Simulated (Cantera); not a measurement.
Charge: 1 mol SiO2, 0.61 mol Al2O3, 0.15 mol H2O, equilibrated at 1400 °C and 13.0 Pa.

Method: chemical equilibrium by Gibbs-energy minimisation in Cantera with the NASA 1993 tables (ideal gas, pure condensed phases). Candidate condensed phases: Al, Al2O3, Al2SiO5, Al6Si2O13, H2O, Si, SiO2; 28 gas species. Mutual solubility and eutectic melting of coexisting phases are not modelled. The tables hold silica as quartz up to 1696 K and as liquid above; real silica turns to tridymite and cristobalite and melts near 1996 K. Condensed phases not in the tables: alloys, solid solutions and most ternary compounds. Rates play no part.

**Question.** What is the equilibrium state?

**Answer.** 
- x(H2O) = 0.972
- x(H2) = 0.0154
- x(O2) = 0.00697
- x(OH) = 0.00376
- x(H) = 0.00124
- x(O) = 0.000245
- x(SiO) = 1.83e-5
- x(SiO2) = 2.19e-6
- n(Al6Si2O13(mullite)) = 0.203 mol
- n(SiO2(β-quartz)) = 0.593 mol
- gas amount = 0.1515 mol
- log10 activity of Si(s) (absent) = -13.12
- log10 activity of Al(l) (absent) = -13.40
